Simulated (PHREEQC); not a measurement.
A solution holds 29 mmol/kgw Cu(NO3)2, at 20 °C. Closed to the air; pH follows from the charge balance.

All values are PHREEQC results (ion-association model, wateq4f.dat), not measurements.

Each row changes one thing in this solution. No solid was allowed to form.

| case | pH | ionic strength (mol/kgw) |
|---|---|---|
| as made | 4.56 | 0.0870 |
| Cu(NO3)2 replaced by Fe(NO3)3 at the same molality | 1.99 | 0.167 |
| Cu(NO3)2 from 0.029 to 0.145 mol/kgw | 4.21 | 0.435 |
| 0.0039 mol/kgw K3PO4 added | 5.90 | 0.0878 |
| Cu(NO3)2 from 0.029 to 0.058 mol/kgw | 4.41 | 0.174 |
| 0.001 mol/kgw Na3PO4 added | 5.52 | 0.0871 |

Complexes and solids missing from the database can't appear. Some of these states are supersaturated (in Hematite (slow to form), Goethite (slow to form), Cu3(PO4)2:3H2O, for instance). H3PO4, which wateq4f.dat lacks, is added to it with the constant of phreeqc.dat. The database has no phosphate complexes of Cu.
